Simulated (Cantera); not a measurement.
# Pyrogenic steam for wet oxidation

A perfectly stirred reactor is fed with 29.7 % H2, 41.8 % O2, 28.5 % N2, at 0.681 atm; it is held at 1398 K, and followed from long to short residence time.

Detailed kinetics in Cantera: GRI-Mech 3.0 (53 species, 325 reactions). The temperature is held fixed by assumption; the heat of reaction is taken as removed at once.

```json
[
 {"τ (s)": "2.4", "x H2": "3.27e-5", "x O2": "0.317", "x H2O": "0.349", "x NO2": "7.92e-9", "x H": "3.33e-7", "x OH": "0.000279"},
 {"τ (s)": "0.93", "x H2": "6.16e-5", "x O2": "0.317", "x H2O": "0.349", "x NO2": "1.05e-8", "x H": "8.58e-7", "x OH": "0.000380"},
 {"τ (s)": "0.36", "x H2": "0.000116", "x O2": "0.317", "x H2O": "0.348", "x NO2": "1.19e-8", "x H": "2.23e-6", "x OH": "0.000520"},
 {"τ (s)": "0.14", "x H2": "0.000217", "x O2": "0.317", "x H2O": "0.348", "x NO2": "1.10e-8", "x H": "5.77e-6", "x OH": "0.000711"},
 {"τ (s)": "0.053", "x H2": "0.000412", "x O2": "0.317", "x H2O": "0.348", "x NO2": "8.20e-9", "x H": "1.54e-5", "x OH": "0.000981"},
 {"τ (s)": "0.020", "x H2": "0.000780", "x O2": "0.317", "x H2O": "0.347", "x NO2": "5.38e-9", "x H": "4.12e-5", "x OH": "0.00136"},
 {"τ (s)": "0.0079", "x H2": "0.00142", "x O2": "0.316", "x H2O": "0.346", "x NO2": "3.57e-9", "x H": "0.000105", "x OH": "0.00185"},
 {"τ (s)": "0.0030", "x H2": "0.00262", "x O2": "0.316", "x H2O": "0.344", "x NO2": "2.64e-9", "x H": "0.000277", "x OH": "0.00258"},
 {"τ (s)": "0.0012", "x H2": "0.00461", "x O2": "0.316", "x H2O": "0.340", "x NO2": "2.31e-9", "x H": "0.000689", "x OH": "0.00356"},
 {"τ (s)": "0.00045", "x H2": "0.00826", "x O2": "0.316", "x H2O": "0.334", "x NO2": "2.21e-9", "x H": "0.00181", "x OH": "0.00507"}
]
```
x: mole fraction; the columns are a selection and need not sum to one.
